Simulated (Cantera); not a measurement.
Charge: 1 mol Si, a varied amount of Cl₂, 13 mol H₂, equilibrated at 1048 K and 101000 Pa.

Equilibrium computed with Cantera from the NASA thermochemical tables; the gas is ideal and each condensed phase is pure. Candidate condensed phases: Si; 19 gas species. Kinetics and transport are ignored.

Task: What share of the Si ends up in condensed phases as a function of n(Cl₂) (mol), at 0.5, 0.61, 0.75, 0.92, 1.1, 1.4, 1.7, 2.1, 2.6?

Result: 
```csv
n(Cl₂) (mol),Si condensed (%),as
0.5,74.2,Si(s)
0.61,68.1,Si(s)
0.75,60.4,Si(s)
0.92,51.1,Si(s)
1.1,41.3,Si(s)
1.4,24.9,Si(s)
1.7,8.5,Si(s)
2.1,0.0,-
2.6,0.0,-
```
